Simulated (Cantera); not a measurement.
A jet of 1.70 % CH₄, 8.63 % O₂, 89.7 % N₂ at 300 K and 0.0520 bar hits a platinum plate 8.1 cm away at a mass flux of 0.037 kg/m²/s; the plate temperature is set and raised in steps from an oxygen-covered start.

Model: Deutschmann's 1995 Pt surface mechanism with GRI-Mech 3.0 gas chemistry, integrated in Cantera. Catalytic surfaces can have several steady states; this one follows from the mechanism file's or the stated starting coverage.

x: mole fraction at the wall; θ: surface coverage.

```
plate T (K)  wall x CH₄  wall x O₂  wall x H₂O  wall x OH  wall x CO  wall x CO₂  θ free Pt   θ O*
-----------  ----------  ---------  ----------  ---------  ---------  ----------  ---------  -----
950             0.00705     0.0651      0.0185    8.82e-8    4.28e-6      0.0122      0.327  0.673
1000            0.00530     0.0614      0.0217    2.36e-7    4.40e-6      0.0143      0.402  0.597
1050            0.00410     0.0589      0.0239    5.61e-7    4.59e-6      0.0158      0.475  0.524
1100            0.00327     0.0572      0.0254    1.21e-6    4.90e-6      0.0167      0.545  0.454
1150            0.00270     0.0560      0.0263    2.40e-6    5.38e-6      0.0174      0.610  0.390
1200                ___     0.0552      0.0270        ___        ___      0.0178      0.670    ___
1250                ___     0.0547      0.0274        ___        ___      0.0181        ___    ___
```

**Question.** What belongs in the gaps?

**Answer.** 
- 1200, wall x CH₄: 0.00229
- 1200, wall x OH: 4.45e-6
- 1200, wall x CO: 6.07e-6
- 1200, θ O*: 0.330
- 1250, wall x CH₄: 0.00199
- 1250, wall x OH: 7.76e-6
- 1250, wall x CO: 7.04e-6
- 1250, θ free Pt: 0.724
- 1250, θ O*: 0.276
